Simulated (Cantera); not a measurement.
# Counterflow diffusion flame

A counterflow diffusion flame at 1.00 bar, nozzles 20 mm apart: fuel side CH₄ : CO = 1 : 0.03 (molar parts) at 300 K, oxidiser side O₂ : N₂ = 0.19 : 0.81 (molar parts) at 350 K, fuel mass flux 0.8 times the oxidiser's; mixture-averaged transport, no radiation.

Cantera simulation using GRI-Mech 3.0 (53 species, 325 reactions); the numbers are that mechanism's predictions, not measurements. GRI-Mech 3.0 has no aromatics or soot, which form on the fuel side of real flames. The maximum strain rate includes the flame's own expansion and is several times the mean. A flux with no burning solution from the previous one only brackets extinction.

| oxidiser flux (kg/m²/s) | max strain (1/s) | mean strain (1/s) | T max (K) | peak x OH | peak x H | peak x NO | peak x CO | peak x C₂H₂ |
|---|---|---|---|---|---|---|---|---|
| 0.25 | 163 | 27.9 | 1967 | 0.00521 | 0.00291 | 0.000159 | 0.0401 | 0.00802 |
| 0.36 | 228 | 40.1 | 1949 | 0.00514 | 0.00303 | 0.000138 | 0.0400 | 0.00719 |
| 0.51 | 313 | 56.8 | 1934 | 0.00507 | 0.00314 | 0.000118 | 0.0403 | 0.00656 |
| 0.73 | 430 | 81.4 | 1914 | 0.00489 | 0.00321 | 9.37e-5 | 0.0407 | 0.00580 |
| 1 | 567 | 111 | 1891 | 0.00463 | 0.00319 | 7.09e-5 | 0.0412 | 0.00499 |
| 1.5 | 809 | 167 | 1846 | 0.00403 | 0.00296 | 4.01e-5 | 0.0421 | 0.00365 |
x: mole fraction; the columns are a selection and need not sum to one.

At the next flux tried, 2.1 kg/m²/s, no burning solution was found from the previous one.
